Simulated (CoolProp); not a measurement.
Vapour pressure (MPa) of dimethyl carbonate: the reference equation beside estimates from Tc = 557.0 K, pc = 4.909 MPa, ω = 0.346.

Model: reference Helmholtz-energy equation of state, Zhou 2011, in CoolProp.

```
T (K)  reference  Lee-Kesler  van der Waals  Redlich-Kwong  Soave-Redlich-Kwong
-----  ---------  ----------  -------------  -------------  -------------------
362.5    0.09891     0.09706         0.6713         0.2248              0.09726
379       0.1633      0.1622         0.8501         0.3363               0.1622
395.5     0.2566      0.2575          1.058         0.4836               0.2573
412       0.3869      0.3913          1.296         0.6722               0.3912
428.5     0.5628      0.5723          1.566         0.9078               0.5733
445.1     0.7955      0.8117          1.872          1.198               0.8155
461.6      1.093       1.117          2.211          1.543                1.126
478.1      1.468       1.501          2.586          1.952                1.518
494.6      1.934       1.976          2.998          2.427                2.002
```

Absolute difference from the reference over all 9 rows, mean and median: Lee-Kesler 1.6 and 1.9 %, van der Waals 232.6 and 178.3 %, Redlich-Kwong 67.4 and 61.3 %, Soave-Redlich-Kwong 2.0 and 1.9 %.
